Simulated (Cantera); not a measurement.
**Aluminium nitride and oxide growth: Al(CH3)3 + N2O + N2**

Feed: 1 mol Al(CH3)3, 35 mol N2O, a varied amount of N2, held at 2150 K and 90.0 Torr.

These are equilibrium values from Cantera (NASA tables, ideal gas, pure condensed phases), not measurements of a reactor. Candidate condensed phases: Al, AlN, Al2O3, C, C6H6, C7H8, C8H18, H2O; 148 gas species. The feed counts by its element totals alone. The numbers say what is thermodynamically allowed, not how fast it happens.

```tsv
n(N2) (mol)	log p N2	log p O2	log p H2O	log p CO2	log p NO	log p OH	log p O	log p CO	n Al2O3(s)
6.2	-1.09	-1.66	-2.07	-2.24	-2.93	-3.17	-3.54	-3.78	0.500
11	-1.08	-1.69	-2.10	-2.27	-2.94	-3.20	-3.55	-3.80	0.500
19	-1.06	-1.74	-2.15	-2.32	-2.96	-3.24	-3.58	-3.82	0.500
34	-1.03	-1.82	-2.24	-2.40	-2.99	-3.30	-3.62	-3.86	0.500
59	-1.00	-1.94	-2.35	-2.51	-3.03	-3.38	-3.68	-3.92	0.500
100	-0.98	-2.07	-2.48	-2.65	-3.09	-3.48	-3.75	-3.99	0.500
180	-0.96	-2.26	-2.67	-2.84	-3.17	-3.62	-3.84	-4.08	0.500
320	-0.95	-2.47	-2.88	-3.05	-3.27	-3.78	-3.95	-4.18	0.500
570	-0.94	-2.71	-3.10	-3.28	-3.38	-3.95	-4.06	-4.30	0.500
1000	-0.93	-2.95	-3.34	-3.52	-3.50	-4.13	-4.18	-4.42	0.500
```
log p: log10 of the partial pressure in bar; n: condensed amount in mol.

From 6.2 mol N2 to 1000 mol N2 the condensed part is Al2O3(s). The main Al-bearing gas is AlO2H throughout.
